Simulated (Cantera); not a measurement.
Mixture: CH₄ : O₂ : N₂ : H₂O = 1 : 4.17 : 19.2 : 1.1 (molar parts), equivalence ratio 0.48, at 2900000 Pa, adiabatic and at constant volume. Ignition delay is the time to a rise of 400 K.

Cantera simulation using GRI-Mech 3.0 (53 species, 325 reactions); the numbers are that mechanism's predictions, not measurements. The pressure lies above the range GRI-Mech 3.0 was tuned for (to about 10 atm).

Problem. What does this change do: constant pressure in place of constant volume?

Solution. 
```csv
quantity,before,after
delay at 1300 K,0.455 ms,0.482 ms
delay at 1400 K,0.166 ms,0.178 ms
delay at 1500 K,67.6 µs,72.5 µs
delay at 1600 K,29.6 µs,31.9 µs
delay at 1700 K,13.8 µs,14.9 µs
delay at 1800 K,6.85 µs,7.45 µs
delay at 1900 K,3.64 µs,3.98 µs
apparent activation energy between 1700 and 1900 K,180 kJ/mol,180 kJ/mol
```
